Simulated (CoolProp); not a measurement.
Computed with CoolProp (reference Helmholtz-energy equation of state, Span 1996).

Problem. For carbon dioxide, give the phase and the cp (kJ/(kg K)), conductivity (mW/(m K)), Prandtl number at 136.95 °C and 1.65 MPa; 150.35 °C and 1.65 MPa.

Solution. 
- 136.95 °C and 1.65 MPa: gas; cp 0.989, conductivity 26.3, Prandtl number 0.765
- 150.35 °C and 1.65 MPa: gas; cp 0.995, conductivity 27.3, Prandtl number 0.761

Viscosity comes from a separate model (Laesecke 2017). Thermal conductivity comes from a separate model (Huber 2016).
